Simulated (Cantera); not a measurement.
Input: 1 mol MgO, 0.82 mol C, 8.6 mol H2, at 10.0 mbar.

Cantera equilibrium calculation (NASA polynomials, part measured and part estimated; ideal gas, pure solids and liquids). Candidate condensed phases: C, C6H6, C7H8, C8H18, H2O, Mg, MgCO3, MgO, Mg(OH)2; 116 gas species. The numbers say what is thermodynamically allowed, not how fast it happens.

Q: What share of the Mg ends up in condensed phases as a function of T (K), at 900, 1000, 1100, 1200, 1300, 1400, 1500, 1600, 1700, 1800, 1900, 2000?

A: 
```json
[
 {"T (K)": "900", "Mg condensed (%)": "100.0", "as": "MgO(s)"},
 {"T (K)": "1000", "Mg condensed (%)": "100.0", "as": "MgO(s)"},
 {"T (K)": "1100", "Mg condensed (%)": "100.0", "as": "MgO(s)"},
 {"T (K)": "1200", "Mg condensed (%)": "99.9", "as": "MgO(s)"},
 {"T (K)": "1300", "Mg condensed (%)": "98.6", "as": "MgO(s)"},
 {"T (K)": "1400", "Mg condensed (%)": "88.6", "as": "MgO(s)"},
 {"T (K)": "1500", "Mg condensed (%)": "22.3", "as": "MgO(s)"},
 {"T (K)": "1600", "Mg condensed (%)": "18.0", "as": "MgO(s)"},
 {"T (K)": "1700", "Mg condensed (%)": "17.9", "as": "MgO(s)"},
 {"T (K)": "1800", "Mg condensed (%)": "17.3", "as": "MgO(s)"},
 {"T (K)": "1900", "Mg condensed (%)": "14.4", "as": "MgO(s)"},
 {"T (K)": "2000", "Mg condensed (%)": "3.7", "as": "MgO(s)"}
]
```
